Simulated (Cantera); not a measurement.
Input: 1 mol N2O, a varied amount of H2, 0.043 mol O2, 0.0076 mol SO2, equilibrated at 2048 K and 1330 Pa.

Method: chemical equilibrium by Gibbs-energy minimisation in Cantera with the NASA 1993 tables (ideal gas, pure condensed phases). Candidate condensed phases: H2O, H2SO4, S; 35 gas species. Equilibrium is a limit: real reactors are often held back by kinetics, nucleation or transport.

log p: log10 of the partial pressure in bar; nothing condenses.

```tsv
n(H2) (mol)	log p N2	log p H2O	log p H2	log p O2	log p OH	log p H
0.45	-2.13	-2.49	-4.55	-2.64	-3.82	-4.93
0.55	-2.14	-2.41	-4.43	-2.73	-3.81	-4.87
0.66	-2.15	-2.35	-4.31	-2.84	-3.80	-4.81
0.8	-2.17	?	?	?	-3.82	?
0.97	-2.19	-2.22	-3.90	-3.41	-3.88	-4.60
1.2	-2.22	-2.19	-3.14	-4.87	-4.23	-4.22
1.4	-2.26	-2.23	-2.77	-5.69	-4.45	-4.03
1.7	?	-2.28	?	?	?	?
2.1	-2.37	-2.33	-2.37	-6.70	-4.76	-3.84
```

Problem. Complete the blanks.

Solution. 
- 0.8, log p H2O: -2.28
- 0.8, log p H2: -4.15
- 0.8, log p O2: -3.03
- 0.8, log p H: -4.72
- 1.7, log p N2: -2.31
- 1.7, log p H2: -2.53
- 1.7, log p O2: -6.26
- 1.7, log p OH: -4.62
- 1.7, log p H: -3.92
